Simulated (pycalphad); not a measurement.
An equivalent pycalphad script:

```python
from pycalphad import Database, equilibrium, calculate, variables as v
import numpy as np
db = Database('COST507.tdb')
comps = ['AL', 'SI', 'SN', 'VA']
phases = ['BCT_A5', 'DIAMOND_A4', 'FCC_A1', 'LIQUID']
eq = equilibrium(db, comps, phases, {v.X('SI'): 0.0332, v.X('SN'): 0.0112, v.T: np.arange(1850, 499, -50), v.P: 101325, v.N: 1}, output=['HM', 'SM'])
```

CALPHAD calculation (pycalphad, COST 507 light-alloy database (1999)), 1 atm. These are 1990s assessments: newer ones move some temperatures and phases. The system is extrapolated from its subsystems; higher-order compounds may be missing. Phase fractions are per mole of atoms.

Results at three of the temperatures:

```
T = 1100.00 K, P = 101325 Pa, N = 1 mol of atoms
G = -51602 J/mol, H = 35122 J/mol, S = 78.84 J/(mol K)  (SER reference)
chemical potentials (J/mol): Al -50619, Si -60540, Sn -109023
phase             fraction      x(Al)      x(Si)      x(Sn)
LIQUID              1.0000     0.9556     0.0332     0.0112
```

```
T = 900.00 K, P = 101325 Pa, N = 1 mol of atoms
G = -36452 J/mol, H = 27023 J/mol, S = 70.53 J/(mol K)  (SER reference)
chemical potentials (J/mol): Al -35897, Si -38044, Sn -79054
phase             fraction      x(Al)      x(Si)      x(Sn)
LIQUID              0.8312     0.9475     0.0391     0.0134
FCC_A1              0.1688     0.9953     0.0043   0.000481
```

```
T = 500.00 K, P = 101325 Pa, N = 1 mol of atoms
G = -15545 J/mol, H = 5187 J/mol, S = 41.46 J/(mol K)  (SER reference)
chemical potentials (J/mol): Al -15579, Si -10615, Sn -27220
phase             fraction      x(Al)      x(Si)      x(Sn)
FCC_A1              0.9557     0.9998   0.000131   3.71e-05
DIAMOND_A4          0.0331   1.22e-11     1.0000   1.87e-07
BCT_A5              0.0113     0.0098       none     0.9902
```

Changes of the phase set, refined by bisection:

```
T (°C)                 phases above                   phases below
------  ---------------------------  -----------------------------
632.2                        liquid                   fcc + liquid
561.0                  fcc + liquid    diamond (Si) + fcc + liquid
229.2   diamond (Si) + fcc + liquid  bct (Sn) + diamond (Si) + fcc
```

FCC_A1 is fcc; DIAMOND_A4 is diamond (Si); BCT_A5 is bct (Sn). An entry "none" or "no" means that the model of the phase leaves that element out.
